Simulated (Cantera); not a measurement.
**Premixed flame**

A freely propagating, adiabatic, planar premixed flame of 23.7 % H₂, 16.0 % O₂, 60.2 % N₂, equivalence ratio 0.74, unburnt at 425 K and 0.336 atm; unity-Lewis-number transport, grid criteria slope 0.08 and curve 0.16, no radiation.

Cantera simulation using the H2/O2 subset of GRI-Mech 3.0, which has no nitrogen chemistry; the numbers are that mechanism's predictions, not measurements. Unity Lewis numbers drop preferential diffusion, which matters most where H2 and H carry the flame. Burning velocities carry a grid error of a few per cent, more on coarse grids.

| z (mm) | T (K) | u (m/s) | x H₂ | x O₂ | x OH | x O | x H | x H₂O₂ |
|---|---|---|---|---|---|---|---|---|
| -3.48 | 425 | 1.99 | 0.237 | 0.160 | <1e-8 | <1e-8 | <1e-8 | <1e-8 |
| -2.32 | 425 | 1.99 | 0.237 | 0.160 | <1e-8 | <1e-8 | <1e-8 | <1e-8 |
| -1.74 | 425 | 1.99 | 0.237 | 0.160 | <1e-8 | <1e-8 | <1e-8 | 2.39e-8 |
| -1.16 | 426 | 2.00 | 0.237 | 0.160 | <1e-8 | 9.44e-8 | <1e-8 | 2.74e-7 |
| -0.580 | 475 | 2.22 | 0.232 | 0.158 | 1.55e-5 | 9.97e-6 | 1.74e-5 | 6.80e-6 |
| -0.290 | 728 | 3.35 | 0.198 | 0.142 | 0.000446 | 0.000363 | 0.00347 | 7.60e-6 |
| 0 | 1142 | 5.12 | 0.0996 | 0.0981 | 0.00303 | 0.00564 | 0.0331 | 2.48e-6 |
| 0.290 | 1400 | 6.16 | 0.0349 | 0.0650 | 0.00810 | 0.0134 | 0.0471 | 2.23e-6 |
| 0.580 | 1533 | 6.68 | 0.0254 | 0.0576 | 0.0106 | 0.0144 | 0.0391 | 1.42e-6 |
| 1.16 | 1677 | 7.22 | 0.0225 | 0.0541 | 0.0127 | 0.0124 | 0.0270 | 7.36e-7 |
| 2.32 | 1821 | 7.75 | 0.0186 | 0.0512 | 0.0139 | 0.00943 | 0.0164 | 3.77e-7 |
| 4.64 | 1949 | 8.21 | 0.0136 | 0.0488 | 0.0136 | 0.00634 | 0.00850 | 2.14e-7 |
| 9.29 | 2048 | 8.56 | 0.00857 | 0.0472 | 0.0118 | 0.00375 | 0.00375 | 1.39e-7 |
x: mole fraction of selected species; z is measured from the peak of heat release.

```json
{
 "laminar_burning_velocity": "199 cm/s",
 "thermal_thickness": "1.16 mm",
 "peak x(OH)": "0.0140",
 "peak x(O)": "0.0145",
 "peak x(H)": "0.0475",
 "peak x(H₂O₂)": "9.68e-6"
}
```
